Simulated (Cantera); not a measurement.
# Premixed flame

A freely propagating, adiabatic, planar premixed flame of 10.2 % CH3OH, 22.4 % O2, 67.5 % N2, unburnt at 698 K and 60000 Pa; mixture-averaged transport, grid criteria slope 0.08 and curve 0.16, no radiation.

Cantera simulation using GRI-Mech 3.0 (53 species, 325 reactions); the numbers are that mechanism's predictions, not measurements. GRI-Mech 3.0 was tuned for natural gas; its chemistry of methanol as a main component is partial and can be far from experiment. Burning velocities carry a grid error of a few per cent, more on coarse grids.

| z (mm) | T (K) | u (m/s) | x CH3OH | x O2 | x CH4 | x CH2 | x HCN | x H |
|---|---|---|---|---|---|---|---|---|
| -1.30 | 698 | 1.53 | 0.101 | 0.223 | 2.39e-8 | <1e-8 | <1e-8 | <1e-8 |
| -0.867 | 701 | 1.54 | 0.101 | 0.222 | 2.12e-7 | <1e-8 | <1e-8 | <1e-8 |
| -0.650 | 712 | 1.57 | 0.100 | 0.221 | 8.06e-7 | <1e-8 | <1e-8 | <1e-8 |
| -0.433 | 771 | 1.71 | 0.0963 | 0.214 | 3.79e-6 | <1e-8 | <1e-8 | <1e-8 |
| -0.217 | 1063 | 2.42 | 0.0720 | 0.186 | 1.78e-5 | <1e-8 | <1e-8 | 3.39e-6 |
| -0.108 | 1394 | 3.25 | 0.0385 | 0.154 | 3.35e-5 | 1.41e-7 | 1.68e-8 | 0.000117 |
| 0 | 1746 | 4.17 | 0.00530 | 0.118 | 3.68e-5 | 3.86e-6 | 3.37e-8 | 0.00158 |
| 0.108 | 1859 | 4.45 | 6.30e-5 | 0.0967 | 8.21e-6 | 7.96e-7 | 3.09e-8 | 0.00462 |
| 0.217 | 1894 | 4.52 | 2.05e-7 | 0.0861 | 6.62e-7 | 1.83e-8 | 1.26e-8 | 0.00629 |
| 0.433 | 1948 | 4.61 | <1e-8 | 0.0785 | <1e-8 | <1e-8 | <1e-8 | 0.00685 |
| 0.867 | 2021 | 4.75 | <1e-8 | 0.0741 | <1e-8 | <1e-8 | <1e-8 | 0.00571 |
| 1.73 | 2106 | 4.93 | <1e-8 | 0.0717 | <1e-8 | <1e-8 | <1e-8 | 0.00358 |
| 3.47 | 2189 | 5.09 | <1e-8 | 0.0697 | <1e-8 | <1e-8 | <1e-8 | 0.00181 |
x: mole fraction of selected species; z is measured from the peak of heat release.

The laminar burning velocity comes out as 152 cm/s. The thermal thickness is 0.433 mm. The peak x(CH4) is 4.09e-5. The peak x(CH2) comes out as 4.08e-6. The peak x(HCN) comes out as 3.79e-8 and the peak x(H) is 0.00688.
